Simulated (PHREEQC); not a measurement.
1 kg of water holding 0.0039 mol/kgw Na2CO3, 0.62 mol/kgw NaHCO3, 0.013 mol/kgw NaCl and 0.16 mol/kgw KCl is evaporated at 25 °C; the solids stay in contact with the brine. CO2 is held at log p = -3.4 (atm). Only these solids could form: Halite, Kalicinite, Nahcolite, Natron, Sylvite, Trona.

The series has 22 steps of water left (kg), from 1.004 to 0.01283.

All values are PHREEQC results (Pitzer model, pitzer.dat), not measurements.

**Question.** Which solids form, in which order, and at which step of the series does each first stand?

**Answer.** Trona from water left = 0.1201 kg (pH 10.20); Sylvite from water left = 0.04148 kg (pH 10.23).

Species that the database lacks are ignored.
